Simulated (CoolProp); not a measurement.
Vapour-liquid equilibrium of R125 (1) + propylene (2) at 0.354 MPa; x and y are mole fractions of (1).

Computed with CoolProp (multi-fluid Helmholtz-energy mixture model, Lemmon 2005 and Lemmon 2013; pair parameters Bell 2016).

```json
[
 {"x": "0.05", "bubble temperature, mixture model (°C)": "-18.4", "bubble temperature, Raoult's law (°C)": "-15.9", "y, mixture model": "?", "y, Raoult's law": "0.055"},
 {"x": "0.125", "bubble temperature, mixture model (°C)": "-21.0", "bubble temperature, Raoult's law (°C)": "-16.2", "y, mixture model": "0.247", "y, Raoult's law": "0.137"},
 {"x": "0.2", "bubble temperature, mixture model (°C)": "-22.6", "bubble temperature, Raoult's law (°C)": "-16.4", "y, mixture model": "0.330", "y, Raoult's law": "0.218"},
 {"x": "0.275", "bubble temperature, mixture model (°C)": "-23.6", "bubble temperature, Raoult's law (°C)": "-16.6", "y, mixture model": "0.390", "y, Raoult's law": "0.297"},
 {"x": "0.35", "bubble temperature, mixture model (°C)": "-24.3", "bubble temperature, Raoult's law (°C)": "-16.9", "y, mixture model": "0.438", "y, Raoult's law": "0.374"},
 {"x": "0.425", "bubble temperature, mixture model (°C)": "-24.6", "bubble temperature, Raoult's law (°C)": "-17.1", "y, mixture model": "0.479", "y, Raoult's law": "0.451"},
 {"x": "0.5", "bubble temperature, mixture model (°C)": "-24.8", "bubble temperature, Raoult's law (°C)": "-17.3", "y, mixture model": "?", "y, Raoult's law": "0.526"},
 {"x": "0.575", "bubble temperature, mixture model (°C)": "-24.8", "bubble temperature, Raoult's law (°C)": "-17.5", "y, mixture model": "?", "y, Raoult's law": "0.600"},
 {"x": "0.65", "bubble temperature, mixture model (°C)": "-24.6", "bubble temperature, Raoult's law (°C)": "-17.7", "y, mixture model": "0.597", "y, Raoult's law": "0.673"},
 {"x": "0.725", "bubble temperature, mixture model (°C)": "-24.2", "bubble temperature, Raoult's law (°C)": "-18.0", "y, mixture model": "0.646", "y, Raoult's law": "0.745"},
 {"x": "0.8", "bubble temperature, mixture model (°C)": "?", "bubble temperature, Raoult's law (°C)": "-18.2", "y, mixture model": "0.707", "y, Raoult's law": "0.816"},
 {"x": "0.875", "bubble temperature, mixture model (°C)": "?", "bubble temperature, Raoult's law (°C)": "-18.4", "y, mixture model": "?", "y, Raoult's law": "0.886"},
 {"x": "0.95", "bubble temperature, mixture model (°C)": "-20.4", "bubble temperature, Raoult's law (°C)": "-18.6", "y, mixture model": "0.900", "y, Raoult's law": "0.955"}
]
```

What belongs in the gaps?


- 0.05, y, mixture model: 0.122
- 0.5, y, mixture model: 0.517
- 0.575, y, mixture model: 0.555
- 0.8, bubble temperature, mixture model (°C): -23.4
- 0.875, bubble temperature, mixture model (°C): -22.2
- 0.875, y, mixture model: 0.788

The largest gap from Raoult's law is -7.5 K in bubble temperature, at x = 0.425. y crosses x between x = 0.5 and 0.575: the model has an azeotrope there.

Pair parameters are fitted to limited data, so mixtures are less certain than the pure fluids.
